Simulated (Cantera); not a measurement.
A perfectly stirred reactor is fed with C3H8 : O2 : N2 = 1 : 4.55 : 22.7 (molar parts), equivalence ratio 1.1, at 7500 Torr; it is adiabatic with a 775 K inlet, and is followed from long to short residence time, starting on the burning branch (τ in s: 0.059, 0.032, 0.017, 0.009, 0.0048, 0.0025, 0.0014, 0.00072, 0.00038, 0.0002, 0.00011, 5.8e-05, 3.1e-05).

Model: GRI-Mech 3.0 (53 species, 325 reactions), integrated in Cantera. GRI-Mech 3.0 was tuned for natural gas; its chemistry of propane as a main component is partial and can be far from experiment.

Task: What does this change do: 1.5 parts CO2 added?

Result: 
| quantity | before | after |
|---|---|---|
| blow-out, bracketed by the residence times tried | burning at 31.0 µs, the shortest tried | burning at 31.0 µs, the shortest tried |
| x(C3H8) at τ = 59.0 ms | 5.41e-8 | 7.91e-8 |
| x(O2) at τ = 59.0 ms | 0.000329 | 0.000331 |
| x(N2O) at τ = 59.0 ms | 1.15e-7 | 9.24e-8 |
| x(H2O) at τ = 59.0 ms | 0.127 | 0.123 |
| x(NO) at τ = 59.0 ms | 0.000547 | 0.000355 |
| x(C3H8) at τ = 1.40 ms | 1.55e-6 | 2.13e-6 |
| x(O2) at τ = 1.40 ms | 0.00192 | 0.00251 |
| x(N2O) at τ = 1.40 ms | 2.91e-7 | 3.10e-7 |
| x(H2O) at τ = 1.40 ms | 0.124 | 0.121 |
| x(NO) at τ = 1.40 ms | 0.000514 | 0.000323 |

Task: What does this change do: inlet temperature 775 to 375 K?

Result: 
| quantity | before | after |
|---|---|---|
| blow-out, bracketed by the residence times tried | burning at 31.0 µs, the shortest tried | burning at 0.110 ms, out at 58.0 µs |
| x(C3H8) at τ = 59.0 ms | 5.41e-8 | 2.03e-7 |
| x(O2) at τ = 59.0 ms | 0.000329 | 0.000132 |
| x(N2O) at τ = 59.0 ms | 1.15e-7 | 3.60e-8 |
| x(H2O) at τ = 59.0 ms | 0.127 | 0.127 |
| x(NO) at τ = 59.0 ms | 0.000547 | 0.000113 |
| x(C3H8) at τ = 1.40 ms | 1.55e-6 | 4.22e-6 |
| x(O2) at τ = 1.40 ms | 0.00192 | 0.00152 |
| x(N2O) at τ = 1.40 ms | 2.91e-7 | 2.03e-7 |
| x(H2O) at τ = 1.40 ms | 0.124 | 0.125 |
| x(NO) at τ = 1.40 ms | 0.000514 | 0.000197 |
